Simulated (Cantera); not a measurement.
A closed system holds: 1 mol Fe(CO)₅, 0.13 mol CO, 6.3 mol H₂, equilibrated at 975 Torr.

These are equilibrium values from Cantera (NASA tables, ideal gas, pure condensed phases), not measurements of a reactor. Candidate condensed phases: C, C₆H₆, C₇H₈, C₈H₁₈, Fe, Fe(CO)₅, FeO, Fe(OH)₂, Fe(OH)₃, Fe₂O₃, Fe₃O₄, H₂O; 114 gas species. Condensed phases not in the tables: cementite and carbon dissolved in iron. Kinetics and transport are ignored.

log p: log10 of the partial pressure in bar; n: condensed amount in mol.

| T (K) | log p H₂ | log p CO | log p H₂O | log p CO₂ | log p CH₄ | n C(graphite) | n Fe(α) | n Fe(γ) |
|---|---|---|---|---|---|---|---|---|
| 1098 | -0.16 | -0.27 | -1.47 | -1.59 | -1.76 | 0.351 | 1.00 | 0 |
| 1148 | -0.16 | -0.25 | … | … | … | … | 1.00 | 0 |
| 1198 | -0.15 | -0.24 | -1.97 | -2.20 | -2.10 | 0.0783 | 0 | 1.00 |
| 1248 | -0.15 | -0.24 | -2.20 | -2.48 | -2.25 | 0.0347 | 0 | 1.00 |
| 1298 | -0.15 | -0.24 | -2.42 | -2.75 | -2.40 | 0.0139 | 0 | 1.00 |
| 1348 | -0.15 | -0.24 | -2.62 | -3.00 | -2.53 | 0.00408 | 0 | 1.00 |
| 1398 | -0.15 | -0.23 | -2.80 | -3.22 | -2.66 | 0 | 0 | 1.00 |
| 1448 | -0.15 | -0.23 | -2.94 | -3.40 | -2.81 | 0 | 0 | 1.00 |
| 1498 | -0.15 | -0.23 | … | … | … | 0 | 0 | 1.000 |
| 1548 | -0.15 | -0.23 | -3.19 | -3.72 | -3.08 | 0 | 0 | 1.000 |

**Question.** Some entries are withheld; supply them.

**Answer.** 
- 1498, log p H₂O: -3.07
- 1498, log p CO₂: -3.57
- 1498, log p CH₄: -2.95
- 1148, log p H₂O: -1.73
- 1148, log p CO₂: -1.90
- 1148, log p CH₄: -1.94
- 1148, n C(graphite): 0.169
